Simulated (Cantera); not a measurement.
A closed system holds: 1 mol Cu2O, 1.7 mol CO, at 0.133 bar.

These are equilibrium values from Cantera (NASA tables, ideal gas, pure condensed phases), not measurements of a reactor. Candidate condensed phases: C, Cu, CuO, Cu2O; 15 gas species. Equilibrium is a limit: real reactors are often held back by kinetics, nucleation or transport. All values below are at 2323 K.

Base state: Cu 0.422, CO2 0.329, CO 0.241, Cu2 0.00441, O2 0.00251, O 0.000778, CuO 0.000629 (mole fractions); condensed: Cu(l).

Question: What changes in the equilibrium state with this change: pressure from 0.133 bar to 0.0890 bar?

Answer: 
```tsv
species	before	after
Cu	0.422	0.530
CO2	0.329	0.261
CO	0.241	0.198
O	0.000778	0.00113
O2	0.00251	0.00352
CuO	0.000629	0.000765
Cu(l), mol	0.711	0
```
